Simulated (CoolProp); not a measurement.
Decamethyltetrasiloxane (MD2M) at several states: fugacity coefficient from the reference equation and from simpler models built on Tc = 599.4 K, pc = 1.144 MPa, ω = 0.635; each cubic takes its own stable root.

Computed with CoolProp (reference Helmholtz-energy equation of state, Thol 2017).

| T (K) | p (MPa) | phase | reference | van der Waals | Peng-Robinson |
|---|---|---|---|---|---|
| 327.2 | 0.0485 | liquid | 0.008499 | … | 0.01068 |
| 280 | 0.189 | liquid | … | 0.1065 | … |
| 511.6 | 2.12 | liquid | 0.1346 | … | … |
| 494.9 | 1.47 | liquid | … | 0.3319 | … |
| 308.7 | 0.2 | liquid | 0.0006037 | … | 0.0008325 |

**Question.** Fill in the missing entries.

**Answer.** 
- 327.2, van der Waals: 0.9497
- 280, reference: 5.925e-5
- 280, Peng-Robinson: 0.0001007
- 511.6, van der Waals: 0.2917
- 511.6, Peng-Robinson: 0.1326
- 494.9, reference: 0.1333
- 494.9, Peng-Robinson: 0.1317
- 308.7, van der Waals: 0.1928

At some of these states van der Waals gives the other phase, because its saturation line lies elsewhere.
